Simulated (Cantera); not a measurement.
Input (Python, Cantera) and output of one run.

```python
import numpy as np
import cantera as ct

gas_names = """
    C CH CH2 CH3 CH2OH CH3O CH4 CH3OH CO CO2 COOH C2 C2H CHCO,ketyl C2H2,acetylene C2H2,vinylidene
    CH2CO,ketene C2H3,vinyl CH3CO,acetyl C2H4 C2H4O,ethylen CH3CHO,ethanal CH3COOH (HCOOH)2 C2H5 C2H6
    CH3OCH3 C2H5OH C2O C3 C3H3,propargyl C3H4,allene C3H4,propyne C3H4,cyclo- C3H5,allyl C3H6,propylene
    C3H6,cyclo- C3H6O C3H7,n-propyl C3H7,i-propyl C3H8 C3H8O,1propanol C3H8O,2propanol C3O2 C4 C4H2
    C4H4,1,3-cyclo- C4H6,butadiene C4H6,2-butyne C4H6,cyclo- C4H8,1-butene C4H8,cis2-buten
    C4H8,tr2-butene C4H8,isobutene C4H8,cyclo- (CH3COOH)2 C4H9,n-butyl C4H9,i-butyl C4H9,s-butyl
    C4H9,t-butyl C4H10,isobutane C4H10,n-butane C5 C5H6,1,3cyclo- C5H8,cyclo- C5H10,1-pentene
    C5H10,cyclo- C5H11,pentyl C5H11,t-pentyl C5H12,n-pentane C5H12,i-pentane CH3C(CH3)2CH3 C6H2
    C6H5,phenyl C6H5O,phenoxy C6H6 C6H5OH,phenol C6H10,cyclo- C6H12,1-hexene C6H12,cyclo- C6H13,n-hexyl
    C7H7,benzyl C7H8 C7H8O,cresol C7H14,1-heptene C7H15,n-heptyl C7H16,n-heptane C8H8,styrene
    C8H10,ethylbenz C8H16,1-octene C8H17,n-octyl C8H18,isooctane C8H18,n-octane C9H19,n-nonyl
    C10H8,naphthale C10H21,n-decyl C12H9,o-bipheny C12H10,bipheny H HCO HO2 H2 HCHO,formaldehy HCOOH H2O
    H2O2 Na NaH NaO NaOH Na2 Na2O Na2O2H2 O OH O2 O3
""".split()
cond_names = """
    C(gr) C6H6(L) C7H8(L) C8H18(L),n-octa H2O(s) H2O(L) Na(cr) Na(L) NaOH(a) NaOH(L) NaO2(s) Na2CO3(I)
    Na2CO3(II) Na2CO3(L) Na2O(c) Na2O(a) Na2O(L) Na2O2(a) Na2O2(b)
""".split()


def load(file, names, dense=False):
    # The tables refer to 1 bar. Condensed volumes are neglected.
    table = {s.name: s for s in ct.Species.list_from_file(file)}
    out = []
    for n in names:
        d = dict(table[n].input_data)
        d["thermo"] = dict(d["thermo"], **{"reference-pressure": 1e5})
        if dense:
            d["equation-of-state"] = {"model": "constant-volume", "density": "1e6 g/cm^3"}
        out.append(ct.Species.from_dict(d))
    return out


gas = ct.Solution(thermo="ideal-gas", species=load("nasa_gas.yaml", gas_names))
cond = {s.name: ct.Solution(thermo="fixed-stoichiometry", species=[s], name=s.name)
        for s in load("nasa_condensed.yaml", cond_names, dense=True)}
atoms = {
    'NaOH': {'Na': 1, 'O': 1, 'H': 1},
    'H2': {'H': 2},
    'CO2': {'C': 1, 'O': 2},
}
top_T = {'C(gr)': 4500, 'NaO2(s)': 800, 'Na2O2(b)': 940}  # K; cautious upper limits of use, not melting points


def equilibrate(T, P, feed):
    n = {}
    for name, mol in feed.items():
        for a, k in atoms[name].items():
            n[a] = n.get(a, 0.0) + k * mol
    gas.TPX = T, P, n
    mass = sum(n.values()) * gas.mean_molecular_weight
    gas.equilibrate("TP")
    valid = [c for c in cond.values() if c.min_temp <= T <= top_T.get(c.name, c.max_temp)]
    mix = ct.Mixture([(gas, mass / gas.mean_molecular_weight)] + [(c, 0.0) for c in valid])
    mix.T, mix.P = T, P
    mix.equilibrate("TP", solver="vcs", rtol=1e-11, max_steps=5000)
    return mix


results = []
T = 1000  # K
P = 42000  # Pa
for m in [0.19, 0.34, 0.59, 1, 1.8, 3.1, 5.4, 9.5]:
    feed = {'NaOH': 1, 'H2': 0.18, 'CO2': m}  # mol
    mix = equilibrate(T, P, feed)
    results.append((T, P, feed, dict(zip(mix.species_names, mix.species_moles))))

top = {s: max(r[3][s] / sum(r[3][g] for g in gas_names) for r in results) for s in gas_names}
cols = sorted((s for s in top if top[s] > 1e-05), key=lambda s: -top[s])[:7]
seen = [c for c in cond_names if any(r[3].get(c, 0) > 1e-12 for r in results)]
print("log10 of partial pressures in bar; condensed amounts in mol")
print(f"{'n(CO2)':>10s}" + "".join(f"{s[:9]:>10s}" for s in cols + seen))
for T, P, feed, n in results:
    ng = sum(n[g] for g in gas_names)
    print(f"{feed['CO2']:10.4g}" + "".join(f"{np.log10(max(n[s] / ng * P / 1e5, 1e-99)):10.3f}" for s in cols)
          + "".join(f"{n.get(c, 0):10.4g}" for c in seen))
```

Result:

```
log10 of partial pressures in bar; condensed amounts in mol
    n(CO2)       CO2       H2O        H2        CO      NaOH        Na   NaOH(L) Na2CO3(II
      0.19    -5.167    -0.666    -0.690    -5.348    -4.395    -5.091      0.62      0.19
      0.34    -5.062    -0.561    -0.838    -5.495    -4.395    -5.270      0.32      0.34
      0.59    -1.396    -0.550    -1.049    -2.051    -6.223    -7.214         0       0.5
         1    -0.808    -0.698    -1.381    -1.648    -6.591    -7.600         0       0.5
       1.8    -0.596    -0.892    -1.794    -1.655    -6.794    -7.816         0       0.5
       3.1    -0.500    -1.092    -2.208    -1.773    -6.942    -7.970         0       0.5
       5.4    -0.447    -1.310    -2.653    -1.946    -7.077    -8.110         0       0.5
       9.5    -0.416    -1.541    -3.120    -2.152    -7.208    -8.244         0       0.5
```

Cantera equilibrium calculation (NASA polynomials, part measured and part estimated; ideal gas, pure solids and liquids).
